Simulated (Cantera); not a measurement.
Si₃N₄ + NF₃ + H₂ (nitride etching)

Charge: 1 mol Si₃N₄, 6.3 mol NF₃, 0.62 mol H₂, at 848 K and 0.0133 bar.

Equilibrium computed with Cantera from the NASA thermochemical tables; the gas is ideal and each condensed phase is pure. Candidate condensed phases: Si, Si₃N₄; 37 gas species. Kinetics and transport are ignored.

```
Property                             Result
--------------------------------  ---------
x(N₂)                                 0.408
x(SiF₄)                               0.239
x(F₂)                                 0.187
x(HF)                                0.0988
x(F)                                 0.0625
x(NF₃)                              0.00461
gas amount                        12.55 mol
log10 activity of Si(s) (absent)     -89.28
```
